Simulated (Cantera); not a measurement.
Adiabatic ignition

An adiabatic, constant-volume homogeneous reactor starts with CH₄ : O₂ : N₂ = 1 : 1.54 : 5.78 (molar parts), at 1075 K and 3750 Torr.

Model: GRI-Mech 3.0 (53 species, 325 reactions), integrated in Cantera.

```csv
t (s),T (K),P (bar),x CH₄,x O₂,x CH₃,x CH₂CO,x N₂O,x O
4.00e-6,1075,5.00,0.120,0.185,1.46e-9,<1e-12,<1e-12,<1e-12
1.33e-5,1075,5.00,0.120,0.185,4.86e-9,<1e-12,<1e-12,<1e-12
4.39e-5,1075,5.00,0.120,0.185,1.65e-8,<1e-12,<1e-12,1.02e-12
0.000145,1075,5.00,0.120,0.185,5.91e-8,<1e-12,<1e-12,3.74e-12
0.000482,1075,5.00,0.120,0.185,2.54e-7,<1e-12,<1e-12,1.70e-11
0.00160,1075,5.00,0.120,0.185,1.09e-6,<1e-12,1.37e-12,7.93e-11
0.00529,1075,5.00,0.120,0.185,1.54e-6,1.01e-11,7.57e-12,1.20e-10
0.0175,1076,5.00,0.120,0.185,2.28e-6,4.87e-10,4.64e-11,2.35e-10
0.0581,1116,5.20,0.115,0.181,1.66e-5,1.42e-6,1.30e-9,1.20e-8
0.192,2909,14.4,4.27e-12,0.00140,1.07e-11,<1e-12,6.15e-7,0.000813
0.638,2909,14.4,4.27e-12,0.00140,1.07e-11,<1e-12,6.15e-7,0.000813
2.11,2909,14.4,4.27e-12,0.00140,1.07e-11,<1e-12,6.15e-7,0.000813
7.00,2909,14.4,4.27e-12,0.00140,1.07e-11,<1e-12,6.15e-7,0.000813
```
x: mole fraction; the columns are a selection and need not sum to one.

The time of steepest temperature rise comes out as 61.7 ms and the temperature at 7.00 s is 2909 K. The equilibrium temperature is 2909 K. The x(CH₄) at 7.00 s is 4.27e-12 (gas-phase equilibrium 4.99e-12) and the x(O₂) at 7.00 s is 0.00140 (gas-phase equilibrium 0.00140). The x(CH₃) at 7.00 s is 1.07e-11 (gas-phase equilibrium 1.25e-11).
